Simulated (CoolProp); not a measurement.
Oxygen along the isotherm 119 K: fugacity coefficient from the reference equation and from simpler models built on Tc = 154.6 K, pc = 50.46 bar, ω = 0.022; each cubic takes its own stable root.

Values from CoolProp's reference Helmholtz-energy equation of state, Schmidt 1985.

```json
[
 {"p (bar)": "5.05", "phase": "gas", "reference": "0.9291", "van der Waals": "0.9451", "Redlich-Kwong": "0.9294", "Soave-Redlich-Kwong": "0.9301", "Peng-Robinson": "0.9258"},
 {"p (bar)": "10.1", "phase": "liquid", "reference": "0.8263", "van der Waals": "0.8900", "Redlich-Kwong": "0.8086", "Soave-Redlich-Kwong": "0.8339", "Peng-Robinson": "0.8243"},
 {"p (bar)": "15.1", "phase": "liquid", "reference": "0.5619", "van der Waals": "0.8348", "Redlich-Kwong": "0.5501", "Soave-Redlich-Kwong": "0.5673", "Peng-Robinson": "0.5597"},
 {"p (bar)": "20.2", "phase": "liquid", "reference": "0.4271", "van der Waals": "0.6709", "Redlich-Kwong": "0.4183", "Soave-Redlich-Kwong": "0.4315", "Peng-Robinson": "(withheld)"},
 {"p (bar)": "25.2", "phase": "liquid", "reference": "0.3480", "van der Waals": "0.5508", "Redlich-Kwong": "0.3410", "Soave-Redlich-Kwong": "0.3517", "Peng-Robinson": "0.3456"},
 {"p (bar)": "30.3", "phase": "liquid", "reference": "(withheld)", "van der Waals": "0.4693", "Redlich-Kwong": "0.2884", "Soave-Redlich-Kwong": "0.2976", "Peng-Robinson": "0.2918"},
 {"p (bar)": "35.3", "phase": "liquid", "reference": "0.2568", "van der Waals": "0.4124", "Redlich-Kwong": "0.2517", "Soave-Redlich-Kwong": "(withheld)", "Peng-Robinson": "0.2542"},
 {"p (bar)": "40.4", "phase": "liquid", "reference": "0.2281", "van der Waals": "0.3691", "Redlich-Kwong": "0.2237", "Soave-Redlich-Kwong": "0.2308", "Peng-Robinson": "0.2255"},
 {"p (bar)": "45.4", "phase": "liquid", "reference": "0.2063", "van der Waals": "(withheld)", "Redlich-Kwong": "0.2024", "Soave-Redlich-Kwong": "0.2088", "Peng-Robinson": "(withheld)"},
 {"p (bar)": "50.5", "phase": "liquid", "reference": "0.1886", "van der Waals": "0.3095", "Redlich-Kwong": "0.1850", "Soave-Redlich-Kwong": "0.1909", "Peng-Robinson": "0.1858"},
 {"p (bar)": "55.5", "phase": "liquid", "reference": "0.1744", "van der Waals": "0.2882", "Redlich-Kwong": "0.1711", "Soave-Redlich-Kwong": "0.1766", "Peng-Robinson": "0.1715"},
 {"p (bar)": "60.6", "phase": "liquid", "reference": "0.1623", "van der Waals": "0.2702", "Redlich-Kwong": "0.1593", "Soave-Redlich-Kwong": "0.1645", "Peng-Robinson": "0.1594"},
 {"p (bar)": "65.6", "phase": "liquid", "reference": "0.1524", "van der Waals": "0.2554", "Redlich-Kwong": "0.1496", "Soave-Redlich-Kwong": "0.1545", "Peng-Robinson": "0.1494"},
 {"p (bar)": "70.6", "phase": "liquid", "reference": "0.1439", "van der Waals": "0.2427", "Redlich-Kwong": "0.1413", "Soave-Redlich-Kwong": "0.1459", "Peng-Robinson": "0.1409"},
 {"p (bar)": "75.7", "phase": "liquid", "reference": "0.1364", "van der Waals": "0.2317", "Redlich-Kwong": "0.1340", "Soave-Redlich-Kwong": "(withheld)", "Peng-Robinson": "0.1333"}
]
```

Task: What belongs in the gaps?

Result: 
- 20.2, Peng-Robinson: 0.4248
- 30.3, reference: 0.2943
- 35.3, Soave-Redlich-Kwong: 0.2597
- 45.4, van der Waals: 0.3362
- 45.4, Peng-Robinson: 0.2036
- 75.7, Soave-Redlich-Kwong: 0.1383

At some of these states van der Waals gives the other phase, because its saturation line lies elsewhere.
